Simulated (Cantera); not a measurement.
An isothermal, constant-pressure homogeneous reactor starts with 54.8 % NO, 45.2 % N2, at 2050 K and 750 Torr.

Detailed kinetics in Cantera: GRI-Mech 3.0 (53 species, 325 reactions).

x: mole fraction; the columns are a selection and need not sum to one.

```
t (s)        x NO   x N2      x O2       x O     x N2O
--------  -------  -----  --------  --------  --------
9.00e-5     0.548  0.452   1.67e-6   2.31e-5       [?]
0.000419    0.548  0.452   6.38e-5   8.11e-5       [?]
0.00195     0.546  0.453  0.000920  0.000110  0.000145
0.00911     0.537  0.457   0.00518  0.000127  0.000139
0.0424      0.498  0.477    0.0247  0.000186       [?]
0.198       0.348  0.552    0.0998  0.000322       [?]
0.921      0.0874  0.682     0.230  0.000472       [?]
4.29       0.0114  0.720     0.268  0.000507   5.26e-7
20.0      0.00952  0.721     0.269  0.000508   5.10e-7
```

Q: What belongs in the gaps?

A: 
- 9.00e-5, x N2O: 3.87e-5
- 0.000419, x N2O: 0.000112
- 0.0424, x N2O: 0.000118
- 0.198, x N2O: 5.50e-5
- 0.921, x N2O: 3.72e-6
